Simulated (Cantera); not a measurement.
An adiabatic, constant-volume homogeneous reactor starts with 9.23 % H2, 7.56 % O2, 83.2 % N2, equivalence ratio 0.61, at 1550 K and 100000 Pa.

Cantera simulation using the H2/O2 subset of GRI-Mech 3.0, which has no nitrogen chemistry; the numbers are that mechanism's predictions, not measurements.

Predict: time of steepest temperature rise; temperature at 0.300 s; equilibrium temperature; x(H2) at 0.300 s; x(O2) at 0.300 s; x(H) at 0.300 s; x(O) at 0.300 s; x(H2O) at 0.300 s.

time of steepest temperature rise: 26.2 µs
temperature at 0.300 s: 2320 K
equilibrium temperature: 2320 K
x(H2) at 0.300 s: 0.00105 (gas-phase equilibrium 0.00105)
x(O2) at 0.300 s: 0.0300 (gas-phase equilibrium 0.0300)
x(H) at 0.300 s: 0.000293 (gas-phase equilibrium 0.000293)
x(O) at 0.300 s: 0.000812 (gas-phase equilibrium 0.000812)
x(H2O) at 0.300 s: 0.0932 (gas-phase equilibrium 0.0932)
